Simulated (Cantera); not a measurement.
Cantera run:

```python
import numpy as np
import cantera as ct

gas_names = """
    N2O TaO2 N H2O2 NH3
""".split()
cond_names = """
    Ta(cr) Ta(L) Ta2O5(s) Ta2O5(L)
""".split()


# ... load() reads the species with a 1 bar reference pressure and builds the phases ...
species = {s.name: s for s in load("nasa_gas.yaml", gas_names) + load("nasa_condensed.yaml", cond_names)}
# Each term lists the table entries of one substance; the one whose range holds T is used.
reactions = {
    '2 N2O(g) + Ta = TaO2(g) + 4 N(g)':
        [(-2, ['N2O']), (-1, ['Ta(cr)', 'Ta(L)']), (1, ['TaO2']), (4, ['N'])],
    '12 TaO2(g) + 3 H2O2(g) + 2 N(g) = 2 NH3(g) + 6 Ta2O5':
        [(-12, ['TaO2']), (-3, ['H2O2']), (-2, ['N']), (2, ['NH3']), (6, ['Ta2O5(s)', 'Ta2O5(L)'])],
}


def pick(names, T):
    return next(species[n] for n in names if species[n].thermo.min_temp <= T <= species[n].thermo.max_temp)


results = []
for label, terms in reactions.items():
    print(label)
    print("     T/K   dH/kJ  dS/(J/K)   dG/kJ   log10 K")
    for T in [450, 650, 850, 1050, 1250, 1450, 1650, 1850, 2050, 2250]:
        used = [(nu, pick(names, T)) for nu, names in terms]
        dH = sum(nu * s.thermo.h(T) for nu, s in used) / 1e6
        dS = sum(nu * s.thermo.s(T) for nu, s in used) / 1e3
        dG = dH - T * dS / 1e3
        logK = -dG * 1e6 / (ct.gas_constant * T * np.log(10))
        results.append((label, T, dH, dS, dG, logK, [s.name for _, s in used]))
        print(f"{T:8g} {dH:8.1f} {dS:8.1f} {dG:8.1f} {logK:8.2f}")
```

Result:

```
2 N2O(g) + Ta = TaO2(g) + 4 N(g)
     T/K   dH/kJ  dS/(J/K)   dG/kJ   log10 K
     450   1529.8    420.6   1340.5  -155.60
     650   1532.5    425.7   1255.8  -100.92
     850   1533.9    427.6   1170.5   -71.93
    1050   1534.2    428.0   1084.9   -53.97
    1250   1533.8    427.6    999.3   -41.76
    1450   1532.8    426.9    913.9   -32.92
    1650   1531.3    425.9    828.6   -26.23
    1850   1529.2    424.7    743.5   -20.99
    2050   1526.8    423.4    658.7   -16.78
    2250   1523.9    422.1    574.2   -13.33
12 TaO2(g) + 3 H2O2(g) + 2 N(g) = 2 NH3(g) + 6 Ta2O5
     T/K   dH/kJ  dS/(J/K)   dG/kJ   log10 K
     450 -10463.5  -3045.9  -9092.9  1055.45
     650 -10415.8  -2958.7  -8492.7   682.47
     850 -10361.1  -2885.5  -7908.5   485.99
    1050 -10300.5  -2821.5  -7337.9   365.03
    1250 -10235.5  -2764.9  -6779.4   283.29
    1450 -10167.3  -2714.3  -6231.5   224.48
    1650 -10096.4  -2668.5  -5693.3   180.23
    1850 -10023.3  -2626.7  -5163.9   145.80
    2050  -9948.3  -2588.2  -4642.4   118.29
    2250  -9101.6  -2179.5  -4197.9    97.45
```

Cantera with NASA thermochemical tables; ideal gases at 1 bar, condensed phases pure. Condensed species are held in their standard states even where they would react or evaporate.
